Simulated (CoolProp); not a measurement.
Methanol along the isobar 7.37 MPa: fugacity coefficient from the reference equation and from simpler models built on Tc = 513.4 K, pc = 8.216 MPa, ω = 0.565; each cubic takes its own stable root.

Values from CoolProp's reference Helmholtz-energy equation of state, de Reuck 1993.

```
T (K)   phase  reference  Soave-Redlich-Kwong  Peng-Robinson
-----  ------  ---------  -------------------  -------------
342.9  liquid    0.01802              0.01843        0.01864
366    liquid    0.03961              0.04214        0.04192
389.1  liquid    0.07758              0.08428        0.08287
412.2  liquid          ?               0.1509         0.1472
435.3  liquid     0.2254               0.2460         0.2387
458.4  liquid     0.3428               0.3699         0.3580
481.4  liquid     0.4880               0.5165         0.4994
504.5  liquid     0.6536               0.6712         0.6493
527.6     gas     0.7357               0.7371         0.7145
550.7     gas          ?               0.7818         0.7588
573.8     gas     0.8154               0.8182         0.7952
596.9     gas          ?               0.8485         0.8257
620       gas     0.8565               0.8741         0.8517
```

**Question.** What belongs in the gaps?

**Answer.** 
- 412.2, reference: 0.1379
- 550.7, reference: 0.7824
- 596.9, reference: 0.8392
